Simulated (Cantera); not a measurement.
Input: 1 mol SiH4, 13 mol N2, 22 mol NH3, at 650 Pa.

Method: chemical equilibrium by Gibbs-energy minimisation in Cantera with the NASA 1993 tables (ideal gas, pure condensed phases). Candidate condensed phases: Si, Si3N4; 18 gas species. Gases not in the tables: Si2H6 and higher silanes. Rates play no part.

Task: Which condensed phases are stable at each of these points (T (K)): 700, 900, 1100, 1300, 1500, 1700, 1900, 2100?

Result: 
```csv
T (K),condensed phases,Si condensed (%)
700,Si3N4(s),100.0
900,Si3N4(s),100.0
1100,Si3N4(s),100.0
1300,Si3N4(s),100.0
1500,Si3N4(s),100.0
1700,Si3N4(s),99.4
1900,Si(l),86.7
2100,gas only,0.0
```

From 700 K to 1700 K the condensed part is Si3N4(s). At 1900 K the condensed part is Si(l). At 2100 K nothing is condensed.
